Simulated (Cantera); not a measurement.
A perfectly stirred reactor is fed with CH2O : O2 : N2 = 0.029 : 0.027 : 1 (molar parts), equivalence ratio 1.1, at 870000 Pa; it is held at 1375 K, and followed from long to short residence time.

Computed with Cantera and GRI-Mech 3.0 (53 species, 325 reactions). The temperature is held fixed by assumption; the heat of reaction is taken as removed at once.

Problem. What does this change do: pressure from 870000 Pa to 230000 Pa?

Solution. 
```
quantity                  before     after
----------------------  --------  --------
x(CH2O) at τ = 2.70 s    4.33e-7   3.53e-7
x(O2) at τ = 2.70 s      1.80e-5   2.69e-5
x(OH) at τ = 2.70 s      4.27e-6   1.96e-5
x(C2H) at τ = 2.70 s      <1e-12    <1e-12
x(CO) at τ = 2.70 s      0.00255   0.00255
x(CH2O) at τ = 45.0 ms   3.99e-6   3.51e-6
x(O2) at τ = 45.0 ms    0.000189  0.000442
x(OH) at τ = 45.0 ms     2.92e-5  0.000111
x(C2H) at τ = 45.0 ms     <1e-12    <1e-12
x(CO) at τ = 45.0 ms     0.00294   0.00324
```

Problem. What does this change do: CH2O 0.029 to 0.0058 parts?

Solution. 
| quantity | before | after |
|---|---|---|
| x(CH2O) at τ = 2.70 s | 4.33e-7 | 2.47e-7 |
| x(O2) at τ = 2.70 s | 1.80e-5 | 0.0205 |
| x(OH) at τ = 2.70 s | 4.27e-6 | 5.19e-6 |
| x(C2H) at τ = 2.70 s | <1e-12 | <1e-12 |
| x(CO) at τ = 2.70 s | 0.00255 | 1.60e-5 |
| x(CH2O) at τ = 45.0 ms | 3.99e-6 | 6.45e-6 |
| x(O2) at τ = 45.0 ms | 0.000189 | 0.0207 |
| x(OH) at τ = 45.0 ms | 2.92e-5 | 1.02e-5 |
| x(C2H) at τ = 45.0 ms | <1e-12 | <1e-12 |
| x(CO) at τ = 45.0 ms | 0.00294 | 0.000434 |
